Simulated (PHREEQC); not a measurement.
A made-up water analysis in mg/L, 90 °C, pH 6.7, pe 11.6: Na 0.249; K 0.0283; Ca 0.234; Mg 0.0383; Cl 0.333; S(6) as SO4 0.286; Alkalinity as HCO3 0.674; O(0) (dissolved oxygen) 0.000307; N(5) as NO3 0.00574; Ni 0.011.

Valence states are taken as typed.

Computed with PHREEQC (ion-association model, wateq4f.dat).

No solid was allowed to form.

Q: What charge-balance error does the model give?

A: charge-balance error 0.5 %.

Q: In which forms is Ni present?

A: Ni+2 95 %, NiOH+ 2.7 %, NiCO3 2.3 % of the Ni.

Away from 25 °C the constants follow the database's enthalpies or fits; those with neither stay at their 25 °C values.
